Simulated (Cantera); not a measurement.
Hydrocarbon pyrolysis for carbon deposition

An isothermal, constant-pressure homogeneous reactor starts with C2H6 : N2 = 6.9 : 64 (molar parts), at 1650 K and 0.987 atm.

Detailed kinetics in Cantera: GRI-Mech 3.0 (53 species, 325 reactions). GRI-Mech 3.0 stops at C3 and has no aromatics, soot or wall deposition, so with more carbon than oxygen in the feed, carbon stays in small species such as C2H2 where larger ones or solid carbon would form.

```
t (s)       x C2H6     x C2H       x H   x C2H2    x CH2    x CH4    x C2H4
--------  --------  --------  --------  -------  -------  -------  --------
6.00e-6     0.0903  4.77e-10   9.70e-5  9.34e-6  5.23e-6  0.00116   0.00260
2.51e-5     0.0571   4.95e-8  0.000177  0.00165  8.54e-6  0.00946    0.0259
0.000105   0.00758   2.38e-7  0.000192   0.0206  3.11e-6   0.0279    0.0452
0.000441  0.000165   1.02e-7   5.08e-5   0.0467  1.37e-7   0.0306    0.0236
0.00185    2.07e-5   5.67e-8   2.47e-5   0.0608  2.60e-8   0.0299   0.00879
0.00775    1.76e-5   6.39e-8   2.65e-5   0.0686  2.48e-8   0.0285  0.000952
0.0325     1.25e-5   6.63e-8   2.80e-5   0.0707  2.14e-8   0.0240  0.000777
0.136      4.62e-6   7.17e-8   3.15e-5   0.0747  1.35e-8   0.0143  0.000811
0.570      8.73e-7   7.77e-8   3.52e-5   0.0783  5.77e-9  0.00562  0.000878
2.39       4.38e-7   7.96e-8   3.63e-5   0.0792  3.66e-9  0.00346  0.000900
10.0       4.34e-7   7.96e-8   3.63e-5   0.0792  3.64e-9  0.00343  0.000900
```
x: mole fraction; the columns are a selection and need not sum to one.

Equilibrium at this temperature and pressure: C2H6 2.00e-7, C2H 3.56e-8, H 3.65e-5, C2H2 0.0357, CH2 2.46e-9, CH4 0.00234, C2H4 0.000410 (gas phase only).
